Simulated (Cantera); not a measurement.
# Thermodynamics of halide evaporation, hydrolysis and transport, feed LiCl + HF + H2

Input: 1 mol LiCl, 0.28 mol HF, 1.1 mol H2, held at 10.0 mbar.

These are equilibrium values from Cantera (NASA tables, ideal gas, pure condensed phases), not measurements of a reactor. Candidate condensed phases: Li, LiCl, LiF, LiH; 25 gas species. Kinetics and transport are ignored.

From 1348 K to 1798 K nothing is condensed. The main Li-bearing gas is LiCl throughout.

```csv
T (K),x H2,x LiCl,x HF,x HCl,x LiF,x Li2Cl2
1348,0.473,0.354,0.0788,0.0417,0.0282,0.0172
1398,0.469,0.366,0.0783,0.0409,0.0329,0.00967
1448,0.466,0.371,0.0775,0.0411,0.0365,0.00552
1498,0.464,0.374,0.0763,0.0419,0.0393,0.00322
1548,0.463,0.374,0.0751,0.0429,0.0414,0.00194
1598,0.463,0.374,0.0738,0.0440,0.0432,0.00119
1648,0.462,0.374,0.0725,0.0453,0.0447,0.000758
1698,0.462,0.373,0.0713,0.0465,0.0461,0.000493
1748,0.461,0.372,0.0701,0.0476,0.0473,0.000329
1798,0.460,0.370,0.0689,0.0488,0.0485,0.000224
```
x: gas mole fraction; nothing condenses.
